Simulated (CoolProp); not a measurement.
A single-stage vapour-compression cycle with R404A: evaporating at 235.15 K (dew point), condensing at 260.15 K (bubble point), superheat 0 K, subcooling 0 K, compressor efficiency 0.65, no pressure losses. Each further row changes one setting.

Values from CoolProp's reference Helmholtz-energy equation of state, Lemmon 2003. It is a pseudo-pure fit of the blend.

```
case                              cooling COP  pressure ratio  discharge temperature (K)  refrigerating effect (kJ/kg)  volumetric capacity (kJ/m³)
--------------------------------  -----------  --------------  -------------------------  ----------------------------  ---------------------------
as stated                                5.30            2.76                      278.1                           162                         1240
evaporating temperature 240.15 K            ?            2.22                      274.2                           165                            ?
condensing temperature 255.15 K          6.74            2.31                      270.4                           169                         1290
subcooling 5 K                           5.52            2.76                      278.1                           169                         1290
superheat 10 K                           5.28            2.76                      288.8                           171                         1230
compressor efficiency 0.55                  ?            2.76                      284.2                           162                         1240
```

Some entries are withheld; supply them.


- evaporating temperature 240.15 K, cooling COP: 6.87
- evaporating temperature 240.15 K, volumetric capacity (kJ/m³): 1550
- compressor efficiency 0.55, cooling COP: 4.48
